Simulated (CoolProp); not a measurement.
The numbers come from the reference Helmholtz-energy equation of state, Span 1996 in CoolProp.

**Question.** Give the vapour pressure (bar), enthalpy of vaporisation (kJ/kg), vapour Z, liquid viscosity (µPa s) of saturated carbon dioxide at 257.7, 262.6, 267.5 K.

**Answer.** 
```csv
T (K),p (bar),enthalpy of vaporisation (kJ/kg),vapour Z,liquid viscosity (µPa s)
257.7,22.6,272,0.776,130
262.6,26.1,260,0.751,120
267.5,29.9,247,0.725,111
```

Viscosity comes from a separate model (Laesecke 2017).
